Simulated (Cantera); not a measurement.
A closed system holds: 1 mol TiCl4, 0.15 mol CH4, held at 927 °C and 35.0 Pa.

Equilibrium computed with Cantera from the NASA thermochemical tables; the gas is ideal and each condensed phase is pure. Candidate condensed phases: C, C6H6, C7H8, C8H18, Ti, TiC, TiCl2, TiCl3, TiCl4; 96 gas species. The tables' values for TiCl2 are old estimates; treat these amounts as uncertain. TiC: taken at fixed stoichiometry. Equilibrium is a limit: real reactors are often held back by kinetics, nucleation or transport.

Q: What is the equilibrium state?

A: 
- x(TiCl4): 0.382
- x(HCl): 0.341
- x(TiCl3): 0.251
- x(H2): 0.0263
- x(TiCl2): 6.78e-5
- x(Cl): 1.92e-5
- x(H): 1.71e-6
- n(C(graphite)): 0.116 mol
- n(TiC(s)): 0.0342 mol
- gas amount: 1.526 mol
- log10 activity of TiCl4(l) (absent): -5.93
- log10 activity of Ti(β) (absent): -7.42
